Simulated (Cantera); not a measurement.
## Gas-phase reforming

An isothermal, constant-pressure homogeneous reactor starts with CH4 : H2O = 1 : 0.88 (molar parts), at 2075 K and 6.60 bar.

Model: GRI-Mech 3.0 (53 species, 325 reactions), integrated in Cantera.

```tsv
t (s)	x CH4	x H2O	x H2O2	x C2H	x O	x OH	x C2H6
4.00e-6	0.416	0.445	6.72e-10	3.75e-7	8.68e-8	9.09e-5	0.00607
1.43e-5	0.250	0.386	4.09e-10	2.75e-6	4.34e-8	7.05e-5	0.00177
5.08e-5	0.122	0.333	2.65e-10	4.41e-6	2.51e-8	5.66e-5	0.000356
0.000181	0.0510	0.289	1.93e-10	4.86e-6	1.94e-8	4.83e-5	6.02e-5
0.000646	0.0274	0.229	1.15e-10	4.13e-6	1.61e-8	3.73e-5	1.69e-5
0.00230	0.0195	0.142	3.88e-11	2.58e-6	1.11e-8	2.16e-5	7.87e-6
0.00821	0.0119	0.0618	6.55e-12	1.29e-6	5.58e-9	8.86e-6	2.84e-6
0.0292	0.00685	0.0164	<1e-12	6.16e-7	1.66e-9	2.28e-6	1.00e-6
0.104	0.00501	0.00130	<1e-12	4.01e-7	1.37e-10	1.79e-7	5.68e-7
0.372	0.00485	2.66e-5	<1e-12	3.83e-7	3.18e-12	3.67e-9	5.36e-7
1.32	0.00485	2.60e-5	<1e-12	3.83e-7	3.12e-12	3.59e-9	5.36e-7
4.72	0.00485	2.60e-5	<1e-12	3.83e-7	3.12e-12	3.59e-9	5.36e-7
16.8	0.00485	2.60e-5	<1e-12	3.83e-7	3.12e-12	3.59e-9	5.36e-7
60.0	0.00485	2.60e-5	<1e-12	3.83e-7	3.12e-12	3.59e-9	5.36e-7
```
x: mole fraction; the columns are a selection and need not sum to one.

Equilibrium at this temperature and pressure: CH4 0.00485, H2O 2.65e-5, H2O2 <1e-12, C2H 3.83e-7, O 3.17e-12, OH 3.66e-9, C2H6 5.36e-7 (gas phase only).
